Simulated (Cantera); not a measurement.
Cantera run, input and output.

```python
import numpy as np
import cantera as ct

gas = ct.Solution("SiF4_NH3_mec.yaml", "gas")
gas.TPX = 2275, 1333, {'NH3': 1, 'N2': 0.11}
reactor = ct.IdealGasConstPressureReactor(gas, energy="off", clone=False)
net = ct.ReactorNet([reactor])
net.rtol, net.atol = 1e-08, 1e-18
show = ['NH3', 'H', 'NH', 'N2H4', 'N2H2']
times = np.geomspace(0.0003, 5, 15)

steps = ct.SolutionArray(gas, extra=["t"])
rows = []
print(f"{'t/s':>10s}{'T/K':>9s}{'P/Pa':>11s}" + "".join(f"{s:>11s}" for s in show))
for t in times:
    while net.time < t:
        t_next = net.step()
        steps.append(gas.state, t=t_next)
    rows.append([np.interp(t, steps.t, y) for y in (steps.T, steps.P, *steps(*show).X.T)])
    print(f"{t:10.3e}{rows[-1][0]:9.1f}{rows[-1][1]:11.4g}" + "".join(f"{x:11.3e}" for x in rows[-1][2:]))
rate = np.gradient(steps.T, steps.t)
print("integrator steps:", len(steps.t))
if steps.T.max() > steps.T[0] + 200:
    print(f"time of steepest temperature rise: {steps.t[rate.argmax()]:.4e} s")
gas.TPX = 2275, 1333, {'NH3': 1, 'N2': 0.11}
gas.equilibrate("TP")
print(f"equilibrium (TP): T = {gas.T:.1f} K  " + "  ".join(f"{s} {gas[s].X[0]:.3e}" for s in show))
```

It prints:

```
       t/s      T/K       P/Pa        NH3          H         NH       N2H4       N2H2
 3.000e-04   2275.0       1333  8.994e-01  4.276e-06  3.277e-06  9.442e-10  7.590e-07
 6.007e-04   2275.0       1333  8.977e-01  5.695e-06  1.243e-05  3.652e-09  3.741e-06
 1.203e-03   2275.0       1333  8.940e-01  1.172e-05  3.246e-05  1.222e-08  1.471e-05
 2.409e-03   2275.0       1333  8.842e-01  3.059e-05  5.697e-05  2.469e-08  3.270e-05
 4.824e-03   2275.0       1333  8.621e-01  6.720e-05  7.053e-05  2.583e-08  3.713e-05
 9.659e-03   2275.0       1333  8.190e-01  1.300e-04  8.082e-05  2.147e-08  3.399e-05
 1.934e-02   2275.0       1333  7.408e-01  2.397e-04  9.119e-05  1.635e-08  2.863e-05
 3.873e-02   2275.0       1333  6.118e-01  4.281e-04  9.740e-05  1.118e-08  2.120e-05
 7.755e-02   2275.0       1333  4.314e-01  7.403e-04  9.485e-05  6.392e-09  1.290e-05
 1.553e-01   2275.0       1333  2.354e-01  1.233e-03  8.099e-05  2.649e-09  5.899e-06
 3.110e-01   2275.0       1333  8.523e-02  2.033e-03  5.732e-05  6.322e-10  1.741e-06
 6.227e-01   2275.0       1333  1.380e-02  3.958e-03  3.111e-05  5.340e-11  2.357e-07
 1.247e+00   2275.0       1333  1.251e-04  1.609e-02  4.740e-06  7.195e-14  9.227e-10
 2.497e+00   2275.0       1333  1.049e-06  4.163e-02  2.843e-07  3.563e-17  8.446e-13
 5.000e+00   2275.0       1333  1.126e-07  5.784e-02  6.143e-08  8.249e-19  5.202e-14
integrator steps: 1985
equilibrium (TP): T = 2275.0 K  NH3 5.098e-08  H 6.011e-02  NH 3.020e-08  N2H4 1.880e-19  N2H2 3.386e-14
```

Cantera simulation using the gas-phase N/H chemistry of the illustrative SiF4/NH3 mechanism in the Surface Chemkin manual (1991); the numbers are that mechanism's predictions, not measurements. Walls and surfaces, which speed up NH3 decomposition in real reactors, are not modelled.
